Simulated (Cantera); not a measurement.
A closed system holds: 1 mol SiH2Cl2, 0.29 mol NH3, 3.7 mol N2, equilibrated at 1398 K and 9000 Pa.

These are equilibrium values from Cantera (NASA tables, ideal gas, pure condensed phases), not measurements of a reactor. Candidate condensed phases: NH4Cl, Si, Si3N4; 28 gas species. The tables' values for SiCl3 are old estimates; treat these amounts as uncertain. Equilibrium is a limit: real reactors are often held back by kinetics, nucleation or transport.

Base state: N2 0.586, HCl 0.261, H2 0.126, SiCl4 0.0188, SiCl3 0.00395, SiCl2 0.00354, SiHCl3 0.000636 (mole fractions); condensed: Si3N4(s).

**Question.** What changes in the equilibrium state with this change: N2 from 3.7 to 2 mol?

**Answer.** 
| species | before | after |
|---|---|---|
| N2 | 0.586 | 0.411 |
| HCl | 0.261 | 0.351 |
| H2 | 0.126 | 0.193 |
| SiCl4 | 0.0188 | 0.0327 |
| SiHCl3 | 0.000636 | 0.00126 |
| SiCl3 | 0.00395 | 0.00633 |
| Si3N4(s), mol | 0.283 | 0.274 |

**Question.** What changes in the equilibrium state with this change: pressure from 9000 Pa to 14000 Pa?

**Answer.** 
| species | before | after |
|---|---|---|
| N2 | 0.586 | 0.587 |
| HCl | 0.261 | 0.259 |
| H2 | 0.126 | 0.127 |
| SiCl4 | 0.0188 | 0.0204 |
| SiCl2 | 0.00354 | 0.00255 |
| SiCl3 | 0.00395 | 0.00349 |
| SiHCl3 | 0.000636 | 0.000705 |
| Si3N4(s), mol | 0.283 | 0.283 |

**Question.** What changes in the equilibrium state with this change: N2 from 3.7 to 9.8 mol?

**Answer.** 
```csv
species,before,after
N2,0.586,0.799
HCl,0.261,0.137
H2,0.126,0.0541
SiCl4,0.0188,0.00622
SiHCl3,0.000636,0.000173
SiCl3,0.00395,0.00163
SiCl2,0.00354,0.00183
"Si3N4(s), mol",0.283,0.295
```
